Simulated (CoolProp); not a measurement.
Vapour pressure (bar) of sulfur hexafluoride: the reference equation beside estimates from Tc = 318.7 K, pc = 37.55 bar, ω = 0.210.

Computed with CoolProp (reference Helmholtz-energy equation of state, Guder 2009).

```csv
T (K),reference,Lee-Kesler,Redlich-Kwong,Soave-Redlich-Kwong,Peng-Robinson
238.9,4.228,4.308,5.701,4.312,4.273
246.6,5.548,5.644,7.246,5.660,5.599
254.2,7.131,7.241,9.036,7.277,7.190
261.8,9.025,9.145,11.11,9.212,9.097
269.5,11.30,11.42,13.52,11.53,11.39
277.1,13.94,14.06,16.22,14.22,14.05
284.7,17.01,17.11,19.27,17.33,17.15
292.4,20.60,20.70,22.72,20.97,20.77
300,24.68,24.77,26.51,25.06,24.88
307.6,29.37,29.44,30.69,29.70,29.56
```

Absolute difference from the reference over all 10 rows, mean and median: Lee-Kesler 1.0 and 1.0 %, Redlich-Kwong 18.7 and 18.0 %, Soave-Redlich-Kwong 1.9 and 2.0 %, Peng-Robinson 0.8 and 0.8 %.
